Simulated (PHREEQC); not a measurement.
Dissolve 18 mmol/kgw K2CO3 and 130 mmol/kgw CuSO4 at 20 °C. Closed to the air; pH follows from the charge balance.

Equilibrium calculation in PHREEQC: ion-association model, wateq4f.dat.

Question: The ionic strength comes out as 0.289 mol/kgw. What activity coefficients do Cu+2, KSO4-, CuHCO3+, SO4-2, K+ get?

Answer: Cu+2 0.30, KSO4- 0.73, CuHCO3+ 0.74, SO4-2 0.26, K+ 0.69.

No solid was allowed to form. The solution is supersaturated, for example in Malachite, Brochantite, so a real one may precipitate; this is no full list. Complexes and solids missing from the database can't appear.
